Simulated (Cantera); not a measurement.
## Premixed flame

A freely propagating, adiabatic, planar premixed flame of C₃H₈ : O₂ : N₂ = 1 : 3.57 : 13.4 (molar parts), equivalence ratio 1.4, unburnt at 323 K and 0.610 bar; unity-Lewis-number transport, grid criteria slope 0.08 and curve 0.16, no radiation.

Model: GRI-Mech 3.0 (53 species, 325 reactions), integrated in Cantera. GRI-Mech 3.0 was tuned for natural gas; its chemistry of propane as a main component is partial and can be far from experiment. Unity Lewis numbers drop preferential diffusion, which matters most where H2 and H carry the flame. Burning velocities carry a grid error of a few per cent, more on coarse grids.

| z (mm) | T (K) | u (m/s) | x C₃H₈ | x O₂ | x C₂H | x OH | x CH₄ | x H |
|---|---|---|---|---|---|---|---|---|
| -2.55 | 324 | 0.260 | 0.0556 | 0.199 | <1e-8 | <1e-8 | 1.60e-6 | <1e-8 |
| -1.70 | 327 | 0.263 | 0.0555 | 0.198 | <1e-8 | <1e-8 | 1.16e-5 | <1e-8 |
| -1.28 | 342 | 0.275 | 0.0548 | 0.196 | <1e-8 | <1e-8 | 5.57e-5 | <1e-8 |
| -0.851 | 467 | 0.380 | 0.0495 | 0.182 | <1e-8 | 6.07e-8 | 0.000431 | <1e-8 |
| -0.426 | 984 | 0.841 | 0.0258 | 0.118 | <1e-8 | 1.65e-6 | 0.00208 | 4.83e-6 |
| -0.213 | 1396 | 1.24 | 0.00768 | 0.0656 | 4.21e-8 | 7.90e-5 | 0.00309 | 0.000259 |
| 0 | 1771 | 1.62 | 9.62e-5 | 0.0206 | 2.86e-6 | 0.00129 | 0.00137 | 0.00496 |
| 0.213 | 1914 | 1.76 | 1.37e-8 | 0.00446 | 2.21e-6 | 0.00293 | 0.000109 | 0.0107 |
| 0.426 | 1946 | 1.79 | <1e-8 | 0.00142 | 3.51e-7 | 0.00324 | 7.57e-6 | 0.0119 |
| 0.851 | 1967 | 1.81 | <1e-8 | 0.000656 | <1e-8 | 0.00296 | 1.28e-7 | 0.0108 |
| 1.70 | 1991 | 1.83 | <1e-8 | 0.000398 | <1e-8 | 0.00242 | <1e-8 | 0.00849 |
| 3.40 | 2015 | 1.84 | <1e-8 | 0.000201 | <1e-8 | 0.00177 | <1e-8 | 0.00588 |
| 6.81 | 2035 | 1.86 | <1e-8 | 7.77e-5 | <1e-8 | 0.00113 | <1e-8 | 0.00359 |
x: mole fraction of selected species; z is measured from the peak of heat release.

```json
{
 "laminar_burning_velocity": "25.9 cm/s",
 "thermal_thickness": "0.851 mm",
 "peak x(C₂H)": "3.82e-6",
 "peak x(OH)": "0.00324",
 "peak x(CH₄)": "0.00310",
 "peak x(H)": "0.0119"
}
```
